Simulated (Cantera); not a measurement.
Cantera run:

```python
import numpy as np
import cantera as ct

gas_names = [...]  # 110 gases of nasa_gas.yaml made of C, H, O
cond_names = """
    C(gr) C6H6(L) C7H8(L) C8H18(L),n-octa H2O(s) H2O(L)
""".split()


# ... load() reads the species with a 1 bar reference pressure and builds the phases ...
atoms = {
    'C2H2': {'C': 2, 'H': 2},
    'O2': {'O': 2},
    'H2': {'H': 2},
}
top_T = {'C(gr)': 4500}  # K; cautious upper limits of use, not melting points


# ... equilibrate(T, P, feed) seeds the gas with the atoms and calls Mixture.equilibrate('TP', solver="vcs", rtol=1e-11, max_steps=5000) ...
results = []
feed = {'C2H2': 1, 'O2': 0.089, 'H2': 1.2}  # mol
P = 180  # Pa
for T in [1525, 1625, 1725, 1825, 1925, 2025, 2125]:
    mix = equilibrate(T, P, feed)
    results.append((T, P, feed, dict(zip(mix.species_names, mix.species_moles))))
    x = sorted(zip(gas.X, gas.species_names), reverse=True)
    print(f"T = {T:g} K  P = {P:g} Pa  gas = {mix.phase_moles(0):.4g} mol")
    print("   x: " + "  ".join(f"{s} {v:.3e}" for v, s in x if v > 0.0001))
    print("   condensed (mol): " + ("  ".join(f"{mix.phase(i).name} {mix.phase_moles(i):.4g}"
          for i in range(1, mix.n_phases) if mix.phase_moles(i) > 1e-12) or "none"))
```

Result:

```
T = 1525 K  P = 180 Pa  gas = 2.379 mol
   x: H2 9.246e-01  CO 7.483e-02  H 5.362e-04
   condensed (mol): C(gr) 1.822
T = 1625 K  P = 180 Pa  gas = 2.38 mol
   x: H2 9.236e-01  CO 7.479e-02  H 1.598e-03
   condensed (mol): C(gr) 1.822
T = 1725 K  P = 180 Pa  gas = 2.383 mol
   x: H2 9.210e-01  CO 7.470e-02  H 4.201e-03
   condensed (mol): C(gr) 1.822
T = 1825 K  P = 180 Pa  gas = 2.39 mol
   x: H2 9.154e-01  CO 7.448e-02  H 9.931e-03  C2H2,acetylene 1.966e-04
   condensed (mol): C(gr) 1.821
T = 1925 K  P = 180 Pa  gas = 2.404 mol
   x: H2 9.041e-01  CO 7.405e-02  H 2.143e-02  C2H2,acetylene 4.140e-04
   condensed (mol): C(gr) 1.82
T = 2025 K  P = 180 Pa  gas = 2.43 mol
   x: H2 8.833e-01  CO 7.326e-02  H 4.263e-02  C2H2,acetylene 7.993e-04
   condensed (mol): C(gr) 1.818
T = 2125 K  P = 180 Pa  gas = 2.476 mol
   x: H2 8.479e-01  H 7.881e-02  CO 7.190e-02  C2H2,acetylene 1.421e-03
   condensed (mol): C(gr) 1.815
```

Cantera equilibrium calculation (NASA polynomials, part measured and part estimated; ideal gas, pure solids and liquids).
